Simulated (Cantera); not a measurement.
Feed: 1 mol Cr, 12 mol N2O, 1.7 mol H2, held at 1150 K and 1000 Pa.

Equilibrium computed with Cantera from the NASA thermochemical tables; the gas is ideal and each condensed phase is pure. Candidate condensed phases: Cr, CrN, Cr2N, Cr2O3, H2O; 29 gas species. The numbers say what is thermodynamically allowed, not how fast it happens.

Base state: N2 0.663, O2 0.243, H2O 0.0939, NO 0.000130 (mole fractions); condensed: Cr2O3(s).

Problem. What changes in the equilibrium state with this change: temperature from 1150 K to 1550 K?

Solution. 
```tsv
species	before	after
N2	0.663	0.662
O2	0.243	0.242
H2O	0.0939	0.0937
NO	0.000130	0.00153
O	4.10e-8	3.85e-5
OH	4.68e-6	0.000378
Cr2O3(s), mol	0.500	0.500
```
